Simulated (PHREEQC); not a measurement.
2.7 g of hydrous ferric oxide (600 m²/g; 0.2 weak and 0.005 strong sites per Fe, Dzombak-Morel constants, diffuse double layer) in 1 kg of water with 0.01 mol/kgw of an inert sodium salt and 0.00045 mol CaCl2, at 25 °C; the pH is set by adding NaOH or the inert anion's acid. Oxygen is held at 0.21 atm. The system is closed to CO2. Precipitation was switched off in this run.

Equilibrium calculation in PHREEQC: ion-association model, wateq4f.dat.

```json
[
 {"pH": "3", "Ca sorbed (%)": "0.0", "surface charge σ (C/m²)": "0.334", "surface potential ψ (mV)": "197"},
 {"pH": "3.5", "Ca sorbed (%)": "0.0", "surface charge σ (C/m²)": "0.289", "surface potential ψ (mV)": "191"},
 {"pH": "4", "Ca sorbed (%)": "0.0", "surface charge σ (C/m²)": "0.230", "surface potential ψ (mV)": "(withheld)"},
 {"pH": "4.5", "Ca sorbed (%)": "0.0", "surface charge σ (C/m²)": "(withheld)", "surface potential ψ (mV)": "(withheld)"},
 {"pH": "5.5", "Ca sorbed (%)": "0.0", "surface charge σ (C/m²)": "0.082", "surface potential ψ (mV)": "131"},
 {"pH": "6", "Ca sorbed (%)": "0.1", "surface charge σ (C/m²)": "0.053", "surface potential ψ (mV)": "(withheld)"},
 {"pH": "6.5", "Ca sorbed (%)": "0.9", "surface charge σ (C/m²)": "0.032", "surface potential ψ (mV)": "86"},
 {"pH": "7", "Ca sorbed (%)": "5.4", "surface charge σ (C/m²)": "(withheld)", "surface potential ψ (mV)": "(withheld)"},
 {"pH": "7.5", "Ca sorbed (%)": "(withheld)", "surface charge σ (C/m²)": "0.009", "surface potential ψ (mV)": "36"},
 {"pH": "8", "Ca sorbed (%)": "43.4", "surface charge σ (C/m²)": "0.003", "surface potential ψ (mV)": "12"},
 {"pH": "8.5", "Ca sorbed (%)": "78.1", "surface charge σ (C/m²)": "-0.003", "surface potential ψ (mV)": "-13"},
 {"pH": "9.5", "Ca sorbed (%)": "99.6", "surface charge σ (C/m²)": "-0.020", "surface potential ψ (mV)": "-65"},
 {"pH": "10", "Ca sorbed (%)": "99.9", "surface charge σ (C/m²)": "-0.035", "surface potential ψ (mV)": "-90"},
 {"pH": "10.5", "Ca sorbed (%)": "100.0", "surface charge σ (C/m²)": "-0.057", "surface potential ψ (mV)": "-113"},
 {"pH": "11", "Ca sorbed (%)": "100.0", "surface charge σ (C/m²)": "-0.089", "surface potential ψ (mV)": "-134"}
]
```

Question: What belongs in the gaps?

Answer: 
- 4, surface potential ψ (mV): 181
- 4.5, surface charge σ (C/m²): 0.171
- 4.5, surface potential ψ (mV): 167
- 6, surface potential ψ (mV): 109
- 7, surface charge σ (C/m²): 0.019
- 7, surface potential ψ (mV): 61
- 7.5, Ca sorbed (%): 19.7

The oxide is taken as insoluble; below pH 4 it would dissolve.
